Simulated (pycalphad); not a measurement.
CALPHAD calculation (pycalphad, COST 507 light-alloy database (1999)), 1 atm. The data set is of 1999 and partly superseded.

Which phases does Al-88 at.% C hold at 2030 K, with what compositions and amounts?

AL4C3 with 42.9 at.% C and graphite with 100 at.% C. The lever rule gives (88 − 42.9)/(100.0 − 42.9) = 0.79 of graphite and 0.21 of AL4C3.

Which phases does Al-6 at.% C hold at 882 K, with what compositions and amounts?

fcc with <0.01 at.% C and AL4C3 with 42.9 at.% C. The lever rule gives (6 − 0.0)/(42.9 − 0.0) = 0.14 of AL4C3 and 0.86 of fcc.

Which phases does Al-87 at.% C hold at 628 K, with what compositions and amounts?

AL4C3 with 42.9 at.% C and graphite with 100 at.% C. The lever rule gives (87 − 42.9)/(100.0 − 42.9) = 0.77 of graphite and 0.23 of AL4C3.

Which phases does Al-26 at.% C hold at 1095 K, with what compositions and amounts?

liquid with <0.01 at.% C and AL4C3 with 42.9 at.% C. The lever rule gives (26 − 0.0)/(42.9 − 0.0) = 0.61 of AL4C3 and 0.39 of liquid.

Database names, with the compositions (at.%) that they take in these runs: AL4C3: Al 57 C 43.
